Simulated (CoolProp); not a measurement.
Vapour-liquid equilibrium of trans-2-butene (1) + acetone (2) at 351.1 K; x and y are mole fractions of (1).

The numbers come from the multi-fluid Helmholtz-energy mixture model, Lemmon 2005 and Lemmon 2006; pair parameters Bell 2016 in CoolProp.

```
x     bubble pressure, mixture model (bar)  bubble pressure, Raoult's law (bar)  y, mixture model  y, Raoult's law
----  ------------------------------------  -----------------------------------  ----------------  ---------------
0.05                                 2.884                                2.403             0.311            0.198
0.15                                 4.366                                3.149             0.569            0.452
0.25                                 5.531                                3.896             0.681            0.609
0.35                                 6.420                                4.643             0.743            0.716
0.45                                 7.099                                5.390             0.784            0.793
0.55                                 7.639                                6.137             0.815            0.851
0.65                                 8.101                                6.884             0.845            0.897
0.75                                 8.529                                7.630             0.876            0.934
0.85                                 8.942                                8.377             0.914            0.964
0.95                                 9.329                                9.124             0.966            0.989
```

The largest gap from Raoult's law is +42.0 % in bubble pressure, at x = 0.25. No azeotrope shows between x = 0.05 and 0.95.

The pair parameters rest on a limited set of measurements; away from them the model extrapolates.
